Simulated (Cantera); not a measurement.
Input (Python, Cantera):

```python
import numpy as np
import cantera as ct

gas = ct.Solution("gri30.yaml", transport_model="multicomponent")
show = ['NH3', 'CH4', 'NO']

rows = []
print(f"{'T/K':>7s}{'rho':>11s}{'cp':>10s}{'mu':>11s}{'lambda':>11s}{'Pr':>7s}" + "".join(f"{'D_' + s:>11s}" for s in show))
for T in [400, 600, 800, 1000, 1200, 1400]:
    gas.TPX = T, 1700, {'C2H4': 0.38}
    Pr = gas.cp_mass * gas.viscosity / gas.thermal_conductivity
    D = [gas.mix_diff_coeffs_mole[gas.species_index(s)] for s in show]
    rows.append([gas.density, gas.cp_mass, gas.viscosity, gas.thermal_conductivity, Pr, *D])
    print(f"{T:7g}{gas.density:11.4e}{gas.cp_mass:10.1f}{gas.viscosity:11.4e}"
          f"{gas.thermal_conductivity:11.4e}{Pr:7.3f}" + "".join(f"{d:11.4e}" for d in D))
print("SI units: kg/m3, J/kg/K, Pa s, W/m/K, m2/s")
```

Result:

```
    T/K        rho        cp         mu     lambda     Pr      D_NH3      D_CH4       D_NO
    400 1.4340e-02    1876.5 1.3349e-05 3.3468e-02  0.748 1.6601e-03 1.7356e-03 1.5982e-03
    600 9.5600e-03    2528.6 1.9101e-05 6.4386e-02  0.750 3.6352e-03 3.6059e-03 3.2775e-03
    800 7.1700e-03    2990.8 2.4066e-05 9.5982e-02  0.750 6.2045e-03 5.9620e-03 5.3827e-03
   1000 5.7360e-03    3354.1 2.8480e-05 1.2754e-01  0.749 9.2868e-03 8.7468e-03 7.8665e-03
   1200 4.7800e-03    3624.8 3.2491e-05 1.5751e-01  0.748 1.2828e-02 1.1923e-02 1.0697e-02
   1400 4.0971e-03    3836.1 3.6196e-05 1.8602e-01  0.746 1.6788e-02 1.5462e-02 1.3852e-02
SI units: kg/m3, J/kg/K, Pa s, W/m/K, m2/s
```

Detailed kinetics in Cantera: GRI-Mech 3.0 (53 species, 325 reactions). The composition is frozen, though it would react at the higher temperatures.
